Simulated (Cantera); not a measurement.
Feed: 1 mol Si3N4, 0.72 mol NF3, held at 1150 K and 2.20 Pa.

Equilibrium computed with Cantera from the NASA thermochemical tables; the gas is ideal and each condensed phase is pure. Candidate condensed phases: Si, Si3N4; 16 gas species. The tables' values for SiF3, SiF2 are old estimates; treat these amounts as uncertain. Rates play no part.

Base state: N2 0.571, SiF4 0.420, SiF3 0.00923, SiF2 0.000257 (mole fractions); condensed: Si3N4(s).

Question: What changes in the equilibrium state with this change: NF3 from 0.72 to 6.7 mol?

Answer: 
```csv
species,before,after
F,<1e-9,0.492
N2,0.571,0.325
SiF4,0.420,0.182
SiF3,0.00923,<1e-9
SiF2,0.000257,<1e-9
F2,<1e-9,4.15e-5
"Si3N4(s), mol",0.819,0
```

Question: What changes in the equilibrium state with this change: Si3N4 replaced by BN?

Answer: 
```tsv
species	before	after
N2	0.571	0.500
BF3	0	0.500
BF2	0	0.000184
SiF4	0.420	0
SiF3	0.00923	0
SiF2	0.000257	0
Si3N4(s), mol	0.819	0
BN(s), mol	0	0.280
```
The tables' values for BF2 are old estimates; treat these amounts as uncertain. Further candidate phases: B, BN.

Question: What changes in the equilibrium state with this change: NF3 from 0.72 to 9.9 mol?

Answer: 
```
species          before    after
-------------  --------  -------
F                 <1e-9    0.640
N2                0.571    0.251
SiF4              0.420    0.109
SiF3            0.00923    <1e-9
SiF2           0.000257    <1e-9
F2                <1e-9  7.01e-5
Si3N4(s), mol     0.819        0
```
